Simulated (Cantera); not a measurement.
Catalytic combustion on Pt

An isothermal plug-flow reactor at 1250 K and 1.28 atm (inlet), inlet velocity 0.7 m/s, active area per volume 1200 1/m; feed CH4 : O2 : N2 = 0.0023 : 0.13 : 0.79 (molar parts).

Computed with Cantera and Deutschmann's 1995 Pt surface mechanism with GRI-Mech 3.0 gas chemistry. Catalytic surfaces can have several steady states; this one follows from the mechanism file's or the stated starting coverage. Mass transfer to the wall is taken as infinitely fast.

| z (m) | x CH4 | x O2 | x H2O | x CO2 | x CO | θ free Pt | θ O* |
|---|---|---|---|---|---|---|---|
| 0.00051 | 0.00164 | 0.139 | 0.00167 | 0.000828 | 2.45e-6 | 0.431 | 0.569 |
| 0.00098 | 0.00111 | 0.138 | 0.00272 | 0.00134 | 1.71e-6 | 0.431 | 0.568 |
| 0.0019 | 0.000512 | 0.137 | 0.00389 | 0.00192 | 8.82e-7 | 0.432 | 0.568 |
| 0.0037 | 0.000111 | 0.136 | 0.00470 | 0.00233 | 2.84e-7 | 0.432 | 0.567 |
| 0.0071 | 6.05e-6 | 0.136 | 0.00494 | 0.00246 | 5.15e-8 | 0.432 | 0.567 |
| 0.014 | 1.71e-8 | 0.136 | 0.00497 | 0.00248 | 7.62e-9 | 0.432 | 0.567 |
| 0.026 | 7.10e-11 | 0.136 | 0.00498 | 0.00248 | 3.64e-9 | 0.432 | 0.567 |
| 0.051 | 6.20e-12 | 0.136 | 0.00498 | 0.00249 | 1.24e-9 | 0.432 | 0.567 |
x: gas mole fraction; θ: surface coverage.
